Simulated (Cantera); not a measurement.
Charge: 1 mol CH3Cl, 0.013 mol F2, at 0.360 Torr.

Cantera equilibrium calculation (NASA polynomials, part measured and part estimated; ideal gas, pure solids and liquids). Candidate condensed phases: C, C6H6, C7H8, C8H18; 118 gas species. Rates play no part. All values below are at 2027 °C.

Base state: H2 0.334, HCl 0.257, H 0.255, Cl 0.141, HF 0.0103, C2H2 (acetylene) 0.00145, C2H 4.99e-5, C3 3.48e-5 (mole fractions); condensed: C(graphite).

Task: What changes in the equilibrium state with this change: F2 from 0.013 to 1.3 mol?

Result: 
| species | before | after |
|---|---|---|
| HF | 0.0103 | 0.685 |
| Cl | 0.141 | 0.208 |
| HCl | 0.257 | 0.0568 |
| H2 | 0.334 | 0.00752 |
| H | 0.255 | 0.0383 |
| F | 9.38e-6 | 0.00414 |
| CF | 1.56e-7 | 6.90e-5 |
| C2H2 (acetylene) | 0.00145 | 3.25e-5 |
| C2H | 4.99e-5 | 7.48e-6 |
| C3 | 3.48e-5 | 3.48e-5 |
| C(graphite), mol | 0.992 | 0.999 |
